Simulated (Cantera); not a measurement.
## SiH4 + H2O + N2 (silicon oxide and oxynitride deposition)

Feed: 1 mol SiH4, 1.6 mol H2O, 3.3 mol N2, equilibrated at 8.70 Pa.

Cantera equilibrium calculation (NASA polynomials, part measured and part estimated; ideal gas, pure solids and liquids). Candidate condensed phases: H2O, Si, SiO2, Si2N2O, Si3N4; 35 gas species. N2 is the only nitrogen source here; it is nearly inert below about 1500 K, so the nitride shown seldom forms there in practice. Mutual solubility and eutectic melting of coexisting phases are not modelled. The tables hold silica as quartz up to 1696 K and as liquid above; real silica turns to tridymite and cristobalite and melts near 1996 K. Kinetics and transport are ignored.

```tsv
T (K)	x H2	x N2	x SiO	x H	x H2O	x Si	n SiO2(β-quartz)	n Si2N2O(s)
1225	0.532	0.468	8.53e-5	2.44e-5	6.83e-6	1.86e-12	0.733	0.133
1250	0.532	0.468	0.000230	3.78e-5	7.40e-6	8.43e-12	0.733	0.133
1275	0.532	0.468	0.000598	5.76e-5	7.99e-6	3.60e-11	0.732	0.132
1300	0.531	0.468	0.00150	8.64e-5	8.58e-6	1.45e-10	0.730	0.130
1325	0.529	0.467	0.00361	0.000128	9.18e-6	5.57e-10	0.725	0.125
1350	0.526	0.465	0.00844	0.000185	9.75e-6	2.03e-9	0.714	0.114
1375	0.518	0.462	0.0191	0.000264	1.02e-5	7.09e-9	0.689	0.0890
1400	0.502	0.456	0.0422	0.000369	1.05e-5	2.37e-8	0.632	0.0324
1425	0.493	0.452	0.0548	0.000513	1.80e-5	2.79e-8	0.600	0
1450	0.493	0.452	0.0548	0.000712	3.96e-5	1.97e-8	0.600	0
1475	0.492	0.452	0.0548	0.000976	8.47e-5	1.42e-8	0.599	0
1500	0.492	0.452	0.0549	0.00132	0.000176	1.03e-8	0.599	0
```
x: gas mole fraction; n: condensed amount in mol.

From 1225 K to 1400 K the condensed part is SiO2(β-quartz) + Si2N2O(s). From 1425 K to 1500 K the condensed part is SiO2(β-quartz). The main Si-bearing gas is SiO throughout.
